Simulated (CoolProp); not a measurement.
Vapour-liquid equilibrium of n-heptane (1) + m-xylene (2) at 0.869 MPa; x and y are mole fractions of (1).

Model: multi-fluid Helmholtz-energy mixture model, Span 2003 and Zhou 2012; pair parameters Bell 2016, in CoolProp.

```
x      bubble temperature (°C)  y at the bubble point  dew temperature at overall composition x (°C)  liquid density (mol/L)
-----  -----------------------  ---------------------  ---------------------------------------------  ----------------------
0.05                     237.9                  0.099                                          240.0                   5.957
0.125                    232.2                  0.228                                          236.8                   5.899
0.2                      227.2                  0.336                                          233.5                   5.835
0.275                    222.7                  0.430                                          230.1                   5.767
0.35                     218.6                  0.513                                          226.6                   5.696
0.425                    214.9                  0.586                                          223.0                   5.623
0.5                      211.5                  0.653                                          219.3                   5.549
0.575                    208.3                  0.714                                          215.5                   5.474
0.65                     205.3                  0.771                                          211.7                   5.399
0.725                    202.5                  0.824                                          207.7                   5.324
0.8                      199.8                  0.875                                          203.8                   5.250
0.875                    197.2                  0.924                                          199.8                   5.176
0.95                     194.7                  0.970                                          195.8                   5.103
```

No azeotrope shows between x = 0.05 and 0.95.

Pair parameters are fitted to limited data, so mixtures are less certain than the pure fluids.
